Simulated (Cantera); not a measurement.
Cantera run, input and output.

```python
import numpy as np
import cantera as ct

gas = ct.Solution("gri30.yaml")
gas.TP = 300, 101325
flame = ct.CounterflowDiffusionFlame(gas, width=0.02)
flame.fuel_inlet.X, flame.fuel_inlet.T = {'CH3OH': 1, 'N2': 1.2}, 423
flame.oxidizer_inlet.X, flame.oxidizer_inlet.T = {'O2': 0.25, 'N2': 0.75}, 523
flame.set_refine_criteria(ratio=3, slope=0.12, curve=0.24, prune=0.03)
show = ['OH', 'H', 'NO', 'CO', 'C2H2']

rows = []
print(f"{'mdot':>8s}{'a_max':>10s}{'a_mean':>10s}{'Tmax/K':>9s}" + "".join(f"{s:>11s}" for s in show) + "   (peak mole fractions)")
for i, mdot in enumerate([0.25, 0.32, 0.4, 0.5, 0.63, 0.79, 0.99, 1.2, 1.6]):  # kg/m2/s on the oxidiser side
    flame.oxidizer_inlet.mdot, flame.fuel_inlet.mdot = mdot, 1 * mdot
    flame.solve(loglevel=0, auto=(i == 0))
    if flame.T.max() < max(423, 523) + 100:
        print(f"{mdot:8.3g}  no burning solution found from the previous one")
        break
    dT = np.abs(np.gradient(flame.T, flame.grid))
    rows.append([flame.strain_rate("max"), flame.strain_rate("mean"), flame.T.max(),
                 *(flame.X[gas.species_index(s)].max() for s in show), max(dT[0], dT[-1]) / dT.max()])
    print(f"{mdot:8.3g}{rows[-1][0]:10.1f}{rows[-1][1]:10.1f}{rows[-1][2]:9.1f}" + "".join(f"{x:11.3e}" for x in rows[-1][3:-1]))
```

Output:

```
    mdot     a_max    a_mean   Tmax/K         OH          H         NO         CO       C2H2   (peak mole fractions)
    0.25     145.7      33.0   2099.2  9.333e-03  5.659e-03  9.068e-05  1.324e-01  1.095e-04
    0.32     181.1      42.3   2073.6  9.459e-03  6.095e-03  7.561e-05  1.311e-01  1.280e-04
     0.4     221.0      52.8   2051.2  9.545e-03  6.514e-03  6.523e-05  1.301e-01  1.465e-04
     0.5     270.1      66.1   2027.3  9.609e-03  6.920e-03  5.681e-05  1.291e-01  1.665e-04
    0.63     332.9      83.2   2001.0  9.630e-03  7.349e-03  4.949e-05  1.279e-01  1.881e-04
    0.79     408.6     104.4   1974.2  9.599e-03  7.756e-03  4.363e-05  1.266e-01  2.090e-04
    0.99     502.2     130.8   1947.2  9.546e-03  8.151e-03  3.887e-05  1.253e-01  2.293e-04
     1.2     599.1     158.5   1923.6  9.484e-03  8.482e-03  3.542e-05  1.241e-01  2.452e-04
     1.6     781.4     211.4   1889.8  9.331e-03  8.941e-03  3.089e-05  1.223e-01  2.639e-04
```

Model: GRI-Mech 3.0 (53 species, 325 reactions), integrated in Cantera. GRI-Mech 3.0 was tuned for natural gas; its chemistry of methanol as a main component is partial and can be far from experiment. GRI-Mech 3.0 has no aromatics or soot, which form on the fuel side of real flames. The maximum strain rate includes the flame's own expansion and is several times the mean.
